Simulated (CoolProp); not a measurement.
n-perfluoropentane along the isobar 1.07 MPa: fugacity coefficient from the reference equation and from simpler models built on Tc = 147.9 °C, pc = 2.063 MPa, ω = 0.436; each cubic takes its own stable root.

Model: reference Helmholtz-energy equation of state, Gao 2022, in CoolProp.

```
T (°C)   phase  reference  van der Waals  Redlich-Kwong  Peng-Robinson
------  ------  ---------  -------------  -------------  -------------
-80.75  liquid   8.693e-5        0.03259       0.001277      0.0001040
-73.75  liquid  0.0001823        0.04175       0.002214              ?
-66.75  liquid  0.0003598        0.05256       0.003660      0.0004084
-59.75  liquid  0.0006733        0.06515       0.005799      0.0007482
-52.65  liquid   0.001210        0.07983       0.008898       0.001320
-45.65  liquid   0.002065        0.09628        0.01312       0.002216
-38.65  liquid   0.003387         0.1148        0.01877       0.003587
-31.65  liquid   0.005361              ?        0.02612       0.005611
-24.65  liquid   0.008215         0.1581        0.03549       0.008514
-17.65  liquid    0.01222         0.1829        0.04715              ?
-10.65  liquid    0.01770         0.2099        0.06139        0.01806
-3.65   liquid    0.02500         0.2390        0.07849        0.02535
3.35    liquid    0.03451         0.2703              ?        0.03483
10.35   liquid    0.04666         0.3035         0.1222        0.04691
```

**Question.** Complete the blanks.

**Answer.** 
- -73.75, Peng-Robinson: 0.0002120
- -31.65, van der Waals: 0.1353
- -17.65, Peng-Robinson: 0.01256
- 3.35, Redlich-Kwong: 0.09867
